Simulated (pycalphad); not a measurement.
Source of the numbers: pycalphad with the COST 507 light-alloy database (1999); pressure 1 atm. These are 1990s assessments: newer ones move some temperatures and phases. Diffusion is slow at the low end, where real alloys seldom reach equilibrium.

Molar enthalpy of Si-68.5Cu (at.%) in equilibrium (SER reference):

| T (°C) | H (kJ/mol) | phases |
|---|---|---|
| 2077 | 69.84 | LIQUID |
| 1997 | 67.44 | LIQUID |
| 1917 | 65.03 | LIQUID |
| 1837 | 62.63 | LIQUID |
| 1757 | 60.22 | LIQUID |
| 1677 | 57.82 | LIQUID |
| 1597 | 55.41 | LIQUID |
| 1517 | 53.01 | LIQUID |
| 1437 | 50.60 | LIQUID |
| 1357 | 48.19 | LIQUID |
| 1277 | 45.78 | LIQUID |
| 1197 | 43.37 | LIQUID |
| 1117 | 40.96 | LIQUID |
| 1037 | 38.56 | LIQUID |
| 957 | 36.20 | LIQUID |
| 877 | 33.88 | LIQUID |
| 837 | 32.74 | LIQUID |
| 797 | 22.34 | CU19SI6_ETA + DIAMOND_A4 |
| 757 | 21.21 | CU19SI6_ETA + DIAMOND_A4 |
| 717 | 20.10 | CU19SI6_ETA + DIAMOND_A4 |
| 637 | 17.89 | CU19SI6_ETA + DIAMOND_A4 |
| 557 | 15.71 | CU19SI6_ETA + DIAMOND_A4 |
| 477 | 13.55 | CU19SI6_ETA + DIAMOND_A4 |
| 397 | 11.43 | CU19SI6_ETA + DIAMOND_A4 |
| 317 | 9.34 | CU19SI6_ETA + DIAMOND_A4 |
| 237 | 7.30 | CU19SI6_ETA + DIAMOND_A4 |

Cooling from 837 °C to 797 °C, across the freezing range, releases 10.4 kJ/mol, or 199 J/g. The slope is 29 J/(mol K) in the liquid and 28 J/(mol K) just below the solidus, where it includes any heat of precipitation. Liquidus 820 °C, solidus 800 °C. Changes were sought between steps of 40 K, so a narrower field can be missed.

Database names, with the compositions (at.%) that they take in these runs: CU19SI6_ETA: Cu 76 Si 24. DIAMOND_A4 is diamond (Si).
